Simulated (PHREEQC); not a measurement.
A solution holds 66 mmol/kgw H2SO4, 14 mmol/kgw MnSO4 and 24 mmol/kgw HBr, at 30 °C and 500 atm. Closed to the air; pH follows from the charge balance.

Computed with PHREEQC (ion-association model, phreeqc.dat).

This is a speciation only: nothing precipitates in the calculation.

### Question
Estimate the pH, density, ionic strength.

### Answer
pH 1.08; density 1.025 g/cm³; ionic strength 0.157 mol/kgw.

### Question
In which forms is Mn present?

### Answer
Mn+2 75 %, MnSO4 25 % of the Mn.

Under pressure, the constants of complexes without a molar volume in the database are unreliable.
